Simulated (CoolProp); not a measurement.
The numbers come from the reference Helmholtz-energy equation of state, Platzer 1990 in CoolProp. This equation is an older, rougher fit.

For CF4 (R14), give the phase and the cp (kJ/(kg K)), Joule-Thomson coefficient (K/MPa), conductivity (mW/(m K)), Prandtl number at 5.75 °C and 0.0996 MPa; 167.85 °C and 2.82 MPa.


- 5.75 °C and 0.0996 MPa: gas; cp 0.667, Joule-Thomson coefficient 6.41, conductivity 14.5, Prandtl number 0.750
- 167.85 °C and 2.82 MPa: gas; cp 0.886, Joule-Thomson coefficient 2.06, conductivity 28.1, Prandtl number 0.774

Viscosity comes from a separate model (Huber 2003), an estimate that may be off by 10 % or more. Thermal conductivity comes from a separate model (Huber 2003), an estimate that may be off by 10 % or more.
